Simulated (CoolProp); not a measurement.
Vapour-liquid equilibrium of CHF3 (R23) (1) + R143a (2) at 424 kPa; x and y are mole fractions of (1).

Computed with CoolProp (multi-fluid Helmholtz-energy mixture model, Penoncello 2003 and Lemmon and Jacobsen 2000; pair parameters Bell 2016).

```csv
x,"bubble temperature, mixture model (K)","bubble temperature, Raoult's law (K)","y, mixture model","y, Raoult's law"
0.05,258.1,257.1,0.143,0.186
0.2,248.4,246.7,0.479,0.534
0.35,240.1,239.0,0.690,0.722
0.5,233.6,233.2,0.816,0.834
0.65,228.6,228.4,0.894,0.906
0.8,224.6,224.5,0.947,0.955
0.95,221.2,221.2,0.988,0.990
```

The largest gap from Raoult's law is +1.7 K in bubble temperature, at x = 0.2. No azeotrope shows between x = 0.05 and 0.95.

Pair parameters are fitted to limited data, so mixtures are less certain than the pure fluids.
